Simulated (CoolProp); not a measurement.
A single-stage vapour-compression cycle with the fluid: evaporating at 316.15 K (dew point), condensing at 361.15 K (bubble point), superheat 5 K, subcooling 8 K, compressor efficiency 0.9, no pressure losses. The same conditions are run with several fluids, on thermodynamics alone (safety and materials aside).

Model: reference Helmholtz-energy equation of state of each fluid (R123: Younglove 1994; isobutane: Bücker 2006; R1336mzz(Z): McLinden 2020; R236FA: Pan 2012; fluoroethane (R161): Wu 2012; sulfur dioxide: Gao 2016), in CoolProp.

```json
[
 {"fluid": "R123", "cooling COP": "5.51", "pressure ratio": "3.49", "discharge temperature (K)": "362.1", "refrigerating effect (kJ/kg)": "128", "volumetric capacity (kJ/m³)": "(withheld)"},
 {"fluid": "isobutane", "cooling COP": "5.00", "pressure ratio": "2.75", "discharge temperature (K)": "361.2", "refrigerating effect (kJ/kg)": "217", "volumetric capacity (kJ/m³)": "(withheld)"},
 {"fluid": "R1336mzz(Z)", "cooling COP": "5.30", "pressure ratio": "3.72", "discharge temperature (K)": "361.2", "refrigerating effect (kJ/kg)": "(withheld)", "volumetric capacity (kJ/m³)": "1080"},
 {"fluid": "R236FA", "cooling COP": "(withheld)", "pressure ratio": "3.13", "discharge temperature (K)": "361.2", "refrigerating effect (kJ/kg)": "89.5", "volumetric capacity (kJ/m³)": "2790"},
 {"fluid": "fluoroethane (R161)", "cooling COP": "4.66", "pressure ratio": "2.61", "discharge temperature (K)": "380.9", "refrigerating effect (kJ/kg)": "219", "volumetric capacity (kJ/m³)": "7330"},
 {"fluid": "sulfur dioxide", "cooling COP": "5.39", "pressure ratio": "3.13", "discharge temperature (K)": "(withheld)", "refrigerating effect (kJ/kg)": "286", "volumetric capacity (kJ/m³)": "5220"}
]
```

Question: Complete the blanks.

Answer: 
- R123, volumetric capacity (kJ/m³): 1320
- isobutane, volumetric capacity (kJ/m³): 3120
- R1336mzz(Z), refrigerating effect (kJ/kg): 116
- R236FA, cooling COP: 4.85
- sulfur dioxide, discharge temperature (K): 413.8

The compression ends wet for: isobutane; R1336mzz(Z); R236FA.
